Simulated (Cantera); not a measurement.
Feed: 1 mol Si2H6, 0.069 mol O2, 8.8 mol N2, equilibrated at 877 °C and 0.000670 bar.

Equilibrium computed with Cantera from the NASA thermochemical tables; the gas is ideal and each condensed phase is pure. Candidate condensed phases: H2O, Si, SiO2, Si2N2O, Si3N4; 35 gas species. The feed counts by its element totals alone. N2 is the only nitrogen source here; it is nearly inert below about 1500 K, so the nitride shown seldom forms there in practice. Mutual solubility and eutectic melting of coexisting phases are not modelled. Rates play no part.

Base state: N2 0.715, H2 0.285 (mole fractions); condensed: Si2N2O(s) + Si3N4(s).

Question: What changes in the equilibrium state with this change: Si2H6 replaced by SiCl4?

Answer: 
```tsv
species	before	after
N2	0.715	0.887
SiCl4	0	0.0939
Cl	0	0.0100
H2	0.285	0
Cl2	0	0.00891
Si2N2O(s), mol	0.138	0
Si3N4(s), mol	0.575	0
SiO2(β-quartz), mol	0	0.0690
```
The tables hold silica as quartz up to 1696 K and as liquid above; real silica turns to tridymite and cristobalite and melts near 1996 K.
